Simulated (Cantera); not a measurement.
Input: 1 mol BN, 11 mol H₂O, held at 1500 °C and 0.100 bar.

Equilibrium computed with Cantera from the NASA thermochemical tables; the gas is ideal and each condensed phase is pure. Candidate condensed phases: B, BN, B₂O₃, B₃O₃H₃, H₂O; 39 gas species. Kinetics and transport are ignored.

Base state: H₂O 0.750, H₂ 0.125, HBO₂ 0.0820, N₂ 0.0417, B₂O₃ 0.000626, H 0.000318, OH 0.000118, HBO 3.11e-5 (mole fractions); condensed: gas only.

What changes in the equilibrium state with this change: H₂O from 11 to 1.2 mol?


| species | before | after |
|---|---|---|
| H₂ | 0.125 | 0.686 |
| N₂ | 0.0417 | 0.238 |
| HBO | 3.11e-5 | 0.0245 |
| H₂O | 0.750 | 0.00138 |
| B₂O₃ | 0.000626 | 0.0234 |
| HBO₂ | 0.0820 | 0.0215 |
| B₂O₂ | 3.11e-8 | 0.00349 |
| B₃O₃H₃ | <1e-9 | 1.20e-5 |
| BN(s), mol | 0 | 0.196 |
| B₂O₃(l), mol | 0 | 0.318 |
Mutual solubility and eutectic melting of coexisting phases are not modelled.

What changes in the equilibrium state with this change: BN replaced by AlN?


```tsv
species	before	after
H₂O	0.750	0.826
H₂	0.125	0.130
N₂	0.0417	0.0435
HBO₂	0.0820	0
B₂O₃	0.000626	0
HBO	3.11e-5	0
BO₂	1.57e-5	0
Al₂O₃(s), mol	0	0.500
```
Gases not in the tables: Al(OH)₃. Further candidate phases: Al, AlN, Al₂O₃.
